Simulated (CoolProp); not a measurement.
Properties of cyclopentane along the isobar 101 kPa (Tc = 511.7 K, pc = 4583 kPa, ω = 0.202).

The numbers come from the reference Helmholtz-energy equation of state, Gedanitz 2015 in CoolProp.

```tsv
T (K)	phase	Joule-Thomson coefficient (K/MPa)	expansivity (1/kK)	fugacity coefficient
232.2	liquid	-0.5968	1.127	0.01292
245.7	liquid	-0.5702	1.160	0.03146
259.3	liquid	-0.5413	1.197	0.06915
272.8	liquid	-0.5106	1.240	0.1379
286.3	liquid	-0.4782	___	0.2545
299.8	liquid	___	1.345	0.4396
313.4	liquid	___	1.410	___
326.9	gas	31.16	3.409	0.9677
340.4	gas	26.94	3.228	0.9716
353.9	gas	___	3.069	0.9749
367.4	gas	___	2.928	0.9777
381	gas	18.10	2.800	0.9801
394.5	gas	___	2.685	0.9822
408	gas	14.34	2.581	0.9840
```

Complete the blanks.


- 286.3, expansivity (1/kK): 1.289
- 299.8, Joule-Thomson coefficient (K/MPa): -0.4441
- 313.4, Joule-Thomson coefficient (K/MPa): -0.4079
- 313.4, fugacity coefficient: 0.7195
- 353.9, Joule-Thomson coefficient (K/MPa): 23.45
- 367.4, Joule-Thomson coefficient (K/MPa): 20.55
- 394.5, Joule-Thomson coefficient (K/MPa): 16.07
